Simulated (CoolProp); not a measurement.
A closed Brayton cycle with carbon dioxide: compressor inlet 306.15 K and 8.8 MPa, high pressure 18.3 MPa, turbine inlet 865 K, compressor efficiency 0.89, turbine efficiency 0.93, recuperator effectiveness 0.9 (on enthalpy, no pinch check). Each further row changes one setting.

Computed with CoolProp (reference Helmholtz-energy equation of state, Span 1996).

| case | thermal efficiency (%) | net work (kJ/kg) | compressor to turbine work | compressor exit (K) | turbine exit (K) |
|---|---|---|---|---|---|
| as stated | 33.0 | 92.1 | 0.14 | 323.9 | 771.1 |
| turbine inlet 815 K | 32.0 | 85.3 | 0.15 | 323.9 | 724.6 |
| compressor inlet 316.15 K | 33.6 | 81.5 | 0.24 | 362.9 | 771.1 |
| high pressure 15.6 MPa | 29.8 | 73.9 | 0.13 | 319.6 | 791.2 |
| recuperator effectiveness 0.5 | 18.3 | 92.1 | 0.14 | 323.9 | 771.1 |
